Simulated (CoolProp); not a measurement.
Vapour-liquid equilibrium of propylene (1) + n-heptane (2) at 307.3 K; x and y are mole fractions of (1).

Model: multi-fluid Helmholtz-energy mixture model, Lemmon 2013 and Span 2003; pair parameters Bell 2016, in CoolProp.

| x | bubble pressure, mixture model (bar) | bubble pressure, Raoult's law (bar) | y, mixture model | y, Raoult's law |
|---|---|---|---|---|
| 0.05 | 0.7154 | 0.8100 | 0.870 | 0.889 |
| 0.125 | 1.780 | 1.883 | 0.950 | 0.956 |
| 0.2 | 2.946 | 2.957 | 0.971 | 0.974 |
| 0.275 | 4.149 | 4.030 | 0.980 | 0.983 |
| 0.35 | 5.337 | 5.103 | 0.985 | 0.988 |
| 0.425 | 6.472 | 6.176 | 0.988 | 0.991 |
| 0.5 | 7.536 | 7.249 | 0.990 | 0.993 |
| 0.575 | 8.531 | 8.323 | 0.992 | 0.995 |
| 0.65 | 9.474 | 9.396 | 0.993 | 0.996 |
| 0.725 | 10.39 | 10.47 | 0.995 | 0.998 |
| 0.8 | 11.33 | 11.54 | 0.996 | 0.998 |
| 0.875 | 12.35 | 12.62 | 0.997 | 0.999 |
| 0.95 | 13.50 | 13.69 | 0.999 | 1.000 |

The largest gap from Raoult's law is -11.7 % in bubble pressure, at x = 0.05. No azeotrope shows between x = 0.05 and 0.95.

Pair parameters are fitted to limited data, so mixtures are less certain than the pure fluids. The gap from Raoult's law changes sign with composition, which may be real or a fault of the pair parameters; it wasn't checked against measurements.
